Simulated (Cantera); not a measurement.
# Low-pressure radical oxidation in H2/O2

A perfectly stirred reactor is fed with 69.7 % H₂, 30.3 % O₂, equivalence ratio 1.1, at 0.0355 atm; it is held at 1325 K, and followed from long to short residence time.

Model: GRI-Mech 3.0 (53 species, 325 reactions), integrated in Cantera. Radical loss at walls, strong at low pressure, is not modelled. The temperature is held fixed by assumption; the heat of reaction is taken as removed at once.

```tsv
τ (s)	x H₂	x O₂	x H	x HO₂	x H₂O₂	x OH
3.3	0.126	0.000364	0.00983	5.42e-8	9.24e-8	0.000984
1.3	0.124	0.000800	0.0152	1.16e-7	1.54e-7	0.00153
0.52	0.122	0.00176	0.0229	2.47e-7	2.43e-7	0.00234
0.21	0.121	0.00376	0.0341	5.12e-7	3.66e-7	0.00349
0.081	0.120	0.00792	0.0513	1.04e-6	5.27e-7	0.00513
0.032	0.123	0.0151	0.0761	1.88e-6	6.88e-7	0.00719
0.013	0.127	0.0258	0.111	2.99e-6	8.09e-7	0.00957
0.0050	0.133	0.0411	0.163	4.26e-6	8.54e-7	0.0122
0.0020	0.140	0.0575	0.222	5.22e-6	8.07e-7	0.0144
0.00077	0.150	0.0737	0.272	5.82e-6	7.25e-7	0.0158
```
x: mole fraction; the columns are a selection and need not sum to one.
